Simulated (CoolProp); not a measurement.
Properties of ammonia at several states.

Values from CoolProp's reference Helmholtz-energy equation of state, Gao 2020.

```tsv
T (K)	p (MPa)	phase	Prandtl number	fugacity coefficient
545.7	0.0381	gas	0.826	0.9996
261.3	0.0758	gas	0.859	0.9864
344.3	56.9	liquid	1.13	0.08424
```

Viscosity comes from a separate model (Fenghour 1995). Thermal conductivity comes from a separate model (Tufeu 1984).
